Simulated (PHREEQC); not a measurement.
A solution holds 1.4 mmol/kgw K2CO3 and 11 mmol/kgw KH2PO4, at 25 °C. Closed to the air; pH follows from the charge balance.

Computed with PHREEQC (ion-association model, phreeqc.dat).

| Item | Value |
|---|---|
| pH | 6.39 |
| ionic strength | 0.0158 mol/kgw |
| specific conductance | 1400 µS/cm |
| total alkalinity | 2.80 meq/kg |

```json
[
 {"species": "K+", "molality": "0.0138", "activity": "0.0121", "log γ": "-0.056"},
 {"species": "H2PO4-", "molality": "0.00898", "activity": "0.00796", "log γ": "-0.052"},
 {"species": "HPO4-2", "molality": "0.00199", "activity": "0.00122", "log γ": "-0.212"},
 {"species": "HCO3-", "molality": "0.000776", "activity": "0.000688", "log γ": "-0.052"},
 {"species": "CO2", "molality": "0.000624", "activity": "0.000626", "log γ": "0.002"},
 {"species": "KHPO4-", "molality": "3.25e-5", "activity": "2.88e-5", "log γ": "-0.052"},
 {"species": "H3PO4", "molality": "4.72e-7", "activity": "4.74e-7", "log γ": "0.002"},
 {"species": "H+", "molality": "4.50e-7", "activity": "4.04e-7", "log γ": "-0.047"},
 {"species": "CO3-2", "molality": "1.29e-7", "activity": "7.98e-8", "log γ": "-0.209"},
 {"species": "OH-", "molality": "2.85e-8", "activity": "2.50e-8", "log γ": "-0.056"},
 {"species": "(CO2)2", "molality": "7.16e-9", "activity": "7.19e-9", "log γ": "0.002"},
 {"species": "PO4-3", "molality": "4.25e-9", "activity": "1.36e-9", "log γ": "-0.495"}
]
```

This is a speciation only: nothing precipitates in the calculation. Species that the database lacks are ignored.
